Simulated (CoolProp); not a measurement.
The numbers come from the reference Helmholtz-energy equation of state, Span 2000 in CoolProp.

Problem. For nitrogen, give the phase and the cv (kJ/(kg K)) at 103.7 K and 101 kPa; 174.6 K and 101 kPa.

Solution. 
- 103.7 K and 101 kPa: gas; cv 0.750
- 174.6 K and 101 kPa: gas; cv 0.743
